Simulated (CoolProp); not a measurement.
n-nonane at several states: fugacity coefficient from the reference equation and from simpler models built on Tc = 321.4 °C, pc = 2282 kPa, ω = 0.443; each cubic takes its own stable root.

Model: reference Helmholtz-energy equation of state, Lemmon 2006, in CoolProp. It is a short technical equation, of lower accuracy than the large ones.

```
T (°C)  p (kPa)   phase  reference
------  -------  ------  ---------
11.15      13.1  liquid    0.01758
143.85     5360  liquid    0.02044
10.05      7330  liquid   5.022e-5
92.95      2080  liquid   0.008756
224.55     92.6     gas     0.9726
```

Task: How far does each simpler model (van der Waals, Redlich-Kwong, Soave-Redlich-Kwong, Peng-Robinson) lie from the reference over these 5 states: mean and median of the absolute difference, and the worst?

Result: 
- van der Waals: mean 7877.1 %, median 1319.6 %, worst +32018.7 % at 10.05 °C and 7330 kPa
- Redlich-Kwong: mean 554.3 %, median 279.5 %, worst +1266.2 % at 10.05 °C and 7330 kPa
- Soave-Redlich-Kwong: mean 3.8 %, median 1.7 %, worst +9.4 % at 10.05 °C and 7330 kPa
- Peng-Robinson: mean 7.1 %, median 2.8 %, worst +17.5 % at 10.05 °C and 7330 kPa

At some of these states van der Waals gives the other phase, because its saturation line lies elsewhere.
